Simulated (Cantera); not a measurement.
Charge: 1 mol HMDSO, 0.26 mol O₃, equilibrated at 1100 °C.

Equilibrium computed with Cantera from the NASA thermochemical tables; the gas is ideal and each condensed phase is pure. Candidate condensed phases: C, C₆H₆, C₇H₈, C₈H₁₈, H₂O, Si, SiC, SiO₂; 123 gas species. The feed counts by its element totals alone. Equilibrium is a limit: real reactors are often held back by kinetics, nucleation or transport.

At 3.50 mbar, list the 5 most abundant gas species with their mole fractions, and the condensed phases.

H₂ 0.835, CO 0.165, SiO 0.000181, H 5.14e-5, CH₄ 1.23e-5. Condensed: C(graphite) + SiC(s).
